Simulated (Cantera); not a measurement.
Feed: 1 mol Ti, 1.1 mol O₂, 1.6 mol H₂, held at 1877 °C and 0.000330 bar.

These are equilibrium values from Cantera (NASA tables, ideal gas, pure condensed phases), not measurements of a reactor. Candidate condensed phases: H₂O, Ti, TiO, TiO₂, Ti₂O₃, Ti₃O₅, Ti₄O₇; 12 gas species. Condensed phases not in the tables: Magnéli phases beyond Ti₄O₇. Kinetics and transport are ignored.

Base state: H₂ 0.568, H₂O 0.239, H 0.175, OH 0.00953, TiO₂ 0.00571, O 0.00207, O₂ 0.000370, TiO 0.000288 (mole fractions); condensed: Ti₄O₇(l).

Q: What changes in the equilibrium state with this change: O₂ from 1.1 to 3 mol?

A: 
```json
[
 {"species": "H₂O", "before": "0.239", "after": "0.423"},
 {"species": "O₂", "before": "0.000370", "after": "0.360"},
 {"species": "OH", "before": "0.00953", "after": "0.0707"},
 {"species": "H₂", "before": "0.568", "after": "0.0322"},
 {"species": "O", "before": "0.00207", "after": "0.0645"},
 {"species": "H", "before": "0.175", "after": "0.0416"},
 {"species": "TiO₂", "before": "0.00571", "after": "0.00801"},
 {"species": "TiO", "before": "0.000288", "after": "1.30e-5"},
 {"species": "Ti₄O₇(l), mol", "before": "0.247", "after": "0"},
 {"species": "TiO₂(l), mol", "before": "0", "after": "0.975"}
]
```
